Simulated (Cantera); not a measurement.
Charge: 1 mol Cu, 1.4 mol HF, 0.76 mol N₂, at 973.15 K and 0.000810 bar.

These are equilibrium values from Cantera (NASA tables, ideal gas, pure condensed phases), not measurements of a reactor. Candidate condensed phases: Cu, CuF₂; 25 gas species. The numbers say what is thermodynamically allowed, not how fast it happens.

Base state: HF 0.648, N₂ 0.352 (mole fractions); condensed: Cu(s).

### Question
What changes in the equilibrium state with this change: temperature from 973.15 K to 1500 K?

### Answer
| species | before | after |
|---|---|---|
| HF | 0.648 | 0.634 |
| N₂ | 0.352 | 0.347 |
| Cu | 6.37e-9 | 0.0102 |
| CuF | 3.73e-6 | 0.00545 |
| H | <1e-9 | 3.22e-5 |
| H₂ | 1.87e-6 | 0.00271 |
| Cu(s), mol | 1.000 | 0 |
| Cu(l), mol | 0 | 0.966 |

### Question
What changes in the equilibrium state with this change: temperature from 973.15 K to 1375 K?

### Answer
| species | before | after |
|---|---|---|
| HF | 0.648 | 0.645 |
| N₂ | 0.352 | 0.351 |
| CuF | 3.73e-6 | 0.00172 |
| Cu | 6.37e-9 | 0.00102 |
| H₂ | 1.87e-6 | 0.000858 |
| Cu(s), mol | 1.000 | 0 |
| Cu(l), mol | 0 | 0.994 |
